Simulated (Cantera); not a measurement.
Mixture: CH₄ : O₂ : N₂ : CO₂ = 1 : 2 : 7.52 : 2.2 (molar parts), equivalence ratio 1.0, at 0.809 atm, adiabatic and at constant volume. Ignition delay is the time to a rise of 400 K.

Computed with Cantera and GRI-Mech 3.0 (53 species, 325 reactions).

### Question
Predict: delay at 1150 K; delay at 1225 K; delay at 1300 K; delay at 1375 K; delay at 1450 K; delay at 1525 K; delay at 1600 K; apparent activation energy between 1450 and 1600 K.

### Answer
```
Property                                                Result
--------------------------------------------------  ----------
delay at 1150 K                                        0.148 s
delay at 1225 K                                        49.9 ms
delay at 1300 K                                        18.1 ms
delay at 1375 K                                        7.05 ms
delay at 1450 K                                        2.96 ms
delay at 1525 K                                        1.35 ms
delay at 1600 K                                       0.672 ms
apparent activation energy between 1450 and 1600 K  190 kJ/mol
```
